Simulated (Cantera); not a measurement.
A closed system holds: 1 mol Ti(OiPr)4, 0.29 mol O2, 0.11 mol C3H8, at 1150 K and 75.0 Torr.

Equilibrium computed with Cantera from the NASA thermochemical tables; the gas is ideal and each condensed phase is pure. Candidate condensed phases: C, C6H6, C7H8, C8H18, H2O, Ti, TiC, TiO, TiO2, Ti2O3, Ti3O5, Ti4O7; 113 gas species. The feed counts by its element totals alone. Equilibrium is a limit: real reactors are often held back by kinetics, nucleation or transport.

Base state: H2 0.846, CO 0.151, CH4 0.00168, H2O 0.000600, CO2 9.01e-5 (mole fractions); condensed: C(graphite) + TiO2(rutile).

What changes in the equilibrium state with this change: temperature from 1150 K to 1775 K?


```json
[
 {"species": "H2", "before": "0.846", "after": "0.758"},
 {"species": "CO", "before": "0.151", "after": "0.241"},
 {"species": "H", "before": "2.17e-7", "after": "0.000797"},
 {"species": "CH4", "before": "0.00168", "after": "4.81e-5"},
 {"species": "C2H2 (acetylene)", "before": "3.27e-8", "after": "0.000108"},
 {"species": "CO2", "before": "9.01e-5", "after": "5.04e-7"},
 {"species": "C(graphite), mol", "before": "9.73", "after": "6.75"},
 {"species": "TiO2(rutile), mol", "before": "1.00", "after": "0"},
 {"species": "TiC(s), mol", "before": "0", "after": "1.00"}
]
```
TiC: taken at fixed stoichiometry.
